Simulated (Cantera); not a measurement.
A freely propagating, adiabatic, planar premixed flame of H2 : O2 : N2 : H2O = 1 : 0.455 : 1.71 : 0.28 (molar parts), equivalence ratio 1.1, unburnt at 450 K and 66000 Pa; mixture-averaged transport, grid criteria slope 0.08 and curve 0.16, no radiation.

Detailed kinetics in Cantera: the H2/O2 subset of GRI-Mech 3.0, which has no nitrogen chemistry. Burning velocities carry a grid error of a few per cent, more on coarse grids.

Problem. Predict: laminar burning velocity; thermal thickness; peak x(O); peak x(HO2); peak x(OH).

Solution. 
| Quantity | Result |
|---|---|
| laminar burning velocity | 404 cm/s |
| thermal thickness | 0.659 mm |
| peak x(O) | 0.00805 |
| peak x(HO2) | 0.000394 |
| peak x(OH) | 0.0136 |
